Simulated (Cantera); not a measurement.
A closed system holds: 1 mol HCl, a varied amount of O₂, equilibrated at 3125 K and 13.3 mbar.

Cantera equilibrium calculation (NASA polynomials, part measured and part estimated; ideal gas, pure solids and liquids). Candidate condensed phases: H₂O; 14 gas species. Kinetics and transport are ignored.

### Question
At 0.067 mol O₂, list the 5 most abundant gas species with their mole fractions, and the condensed phases.

### Answer
Cl 0.458, H 0.373, HCl 0.0647, O 0.0560, H₂ 0.0356. Condensed: gas only.
